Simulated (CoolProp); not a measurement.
CF4 (R14) along the isotherm 260.4 K: fugacity coefficient from the reference equation and from simpler models built on Tc = 227.4 K, pc = 3.762 MPa, ω = 0.178; each cubic takes its own stable root.

Model: reference Helmholtz-energy equation of state, Platzer 1990, in CoolProp. This equation is an older, rougher fit; its heat capacities, sound speeds and derivatives of the liquid may be far off and weren't checked against measurements.

```
p (MPa)          phase  reference  van der Waals  Soave-Redlich-Kwong  Peng-Robinson
-------  -------------  ---------  -------------  -------------------  -------------
0.705              gas     0.9590         0.9604               0.9599         0.9540
1.41               gas     0.9190         0.9211               0.9207         0.9096
2.12               gas     0.8799         0.8818               0.8822         0.8664
2.82               gas     0.8422         0.8432               0.8451         0.8254
3.53               gas     0.8049         0.8041               0.8084         0.7853
4.23     supercritical     0.7689         0.7655               0.7731         0.7473
4.94     supercritical     0.7333         0.7259               0.7384         0.7103
5.64     supercritical     0.6991         0.6867               0.7053         0.6756
```
